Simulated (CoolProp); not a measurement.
The fluid at 293.15 K and 0.224 MPa is throttled through a valve to 0.086 MPa with no heat exchange. The same conditions are run with several fluids, on thermodynamics alone (safety and materials aside).

The numbers come from the reference Helmholtz-energy equation of state of each fluid (n-octane: Beckmüller 2019; o-xylene: Zhou 2012; n-heptane: Span 2003; n-decane: Lemmon 2006; cyclopentane: Gedanitz 2015) in CoolProp.

Task: Rank n-octane, o-xylene, n-heptane, n-decane, cyclopentane by final density (kg/m³), highest first.

Result: o-xylene (880), cyclopentane (745), n-decane (730), n-octane (703), n-heptane (684)
